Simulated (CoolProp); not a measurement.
Saturation properties of cyclohexane.

Values from CoolProp's reference Helmholtz-energy equation of state, Zhou 2014.

```tsv
T (K)	p (MPa)	liquid density (kg/m³)	vapour viscosity (µPa s)
389.3	0.2630	682.3	8.84
400.7	0.3431	669.7	9.10
412.2	0.4413	656.6	9.38
423.7	0.5592	643.1	9.69
435.2	0.6989	629.1	10.0
446.6	0.8614	614.4	10.4
458.1	1.052	598.9	10.8
469.6	1.272	582.4	11.3
481	1.521	564.7	11.8
492.5	1.807	545.2	12.4
504	2.131	523.5	13.2
515.5	2.497	498.6	14.0
```

It boils at 353.9 K under 1 atm.

Viscosity comes from a separate model (Tariq 2014).
